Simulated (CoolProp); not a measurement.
Vapour-liquid equilibrium of R125 (1) + propylene (2) at 239.5 K; x and y are mole fractions of (1).

Values from CoolProp's multi-fluid Helmholtz-energy mixture model, Lemmon 2005 and Lemmon 2013; pair parameters Bell 2016.

| x | bubble pressure (bar) | y at the bubble point | dew pressure at overall composition x (bar) | liquid density (mol/L) |
|---|---|---|---|---|
| 0.05 | 2.024 | 0.131 | 1.904 | 13.92 |
| 0.125 | 2.224 | 0.256 | 2.015 | 13.70 |
| 0.2 | 2.354 | 0.337 | 2.133 | 13.50 |
| 0.275 | 2.437 | 0.394 | 2.255 | 13.31 |
| 0.35 | 2.489 | 0.439 | 2.375 | 13.13 |
| 0.425 | 2.518 | 0.477 | 2.474 | 12.96 |
| 0.5 | 2.530 | 0.512 | 2.528 | 12.81 |
| 0.575 | 2.527 | 0.547 | 2.514 | 12.68 |
| 0.65 | 2.507 | 0.586 | 2.446 | 12.56 |
| 0.725 | 2.465 | 0.633 | 2.349 | 12.45 |
| 0.8 | 2.394 | 0.692 | 2.241 | 12.36 |
| 0.875 | 2.283 | 0.771 | 2.132 | 12.28 |
| 0.95 | 2.114 | 0.887 | 2.026 | 12.21 |

y crosses x between x = 0.5 and 0.575: the model has an azeotrope there.

Pair parameters are fitted to limited data, so mixtures are less certain than the pure fluids.
